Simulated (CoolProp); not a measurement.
R22 along the isobar 9.38 MPa: Z from the reference equation and from simpler models built on Tc = 369.3 K, pc = 4.990 MPa, ω = 0.221; each cubic takes its own stable root.

Model: reference Helmholtz-energy equation of state, Kamei 1995, in CoolProp.

```csv
T (K),phase,reference
201.7,liquid,0.3203
234.5,liquid,0.2923
267.3,liquid,0.2743
300.2,liquid,0.2648
333,liquid,0.2648
365.8,liquid,0.2814
398.7,supercritical,0.3595
431.5,supercritical,0.5632
464.3,supercritical,0.6986
497.2,supercritical,0.7826
```

Q: How far does each simpler model (van der Waals, Redlich-Kwong, Peng-Robinson) lie from the reference over these 10 states: mean and median of the absolute difference, and the worst?

A: 
- van der Waals: mean 38.8 %, median 48.7 %, worst +63.5 % at 201.7 K and 9.38 MPa
- Redlich-Kwong: mean 10.4 %, median 12.1 %, worst +17.1 % at 365.8 K and 9.38 MPa
- Peng-Robinson: mean 2.8 %, median 2.3 %, worst +10.1 % at 398.7 K and 9.38 MPa
